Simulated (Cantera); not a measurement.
Charge: 1 mol SiCl₄, 0.036 mol HCl, 760 mol H₂, equilibrated at 503 Torr.

Equilibrium computed with Cantera from the NASA thermochemical tables; the gas is ideal and each condensed phase is pure. Candidate condensed phases: Si; 19 gas species. Gases not in the tables: Si₂H₆ and higher silanes. The numbers say what is thermodynamically allowed, not how fast it happens.

At 1773 K, list the 5 most abundant gas species with their mole fractions, and the condensed phases.

H₂ 0.994, HCl 0.00512, H 0.000347, SiCl₂ 8.47e-5, SiH₂ 2.45e-5. Condensed: Si(l).
